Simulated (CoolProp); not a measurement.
2000 sccm (0 °C, 1 atm) of nitrogen bubbles through liquid n-perfluorohexane at 287.5 K and leaves saturated at a total pressure of 0.0915 MPa (ideal gas phase). Each further row changes one setting.

Model: reference Helmholtz-energy equation of state, Gao 2022, in CoolProp.

| case | vapour pressure (kPa) | mole fraction of vapour | delivery (mg/min) | delivery (sccm) | change of delivery for a bath 1 K warmer (%) |
|---|---|---|---|---|---|
| as stated | 18.0 | (withheld) | 7410 | 491 | (withheld) |
| bath temperature 292.5 K | 22.8 | (withheld) | (withheld) | 665 | (withheld) |
| total pressure 0.183 MPa | 18.0 | 0.0986 | 3300 | (withheld) | (withheld) |

Question: Fill in the missing entries.

Answer: 
- as stated, mole fraction of vapour: 0.197
- as stated, change of delivery for a bath 1 K warmer (%): 6.2
- bath temperature 292.5 K, mole fraction of vapour: 0.249
- bath temperature 292.5 K, delivery (mg/min): 10000
- bath temperature 292.5 K, change of delivery for a bath 1 K warmer (%): 6.3
- total pressure 0.183 MPa, delivery (sccm): 219
- total pressure 0.183 MPa, change of delivery for a bath 1 K warmer (%): 5.5
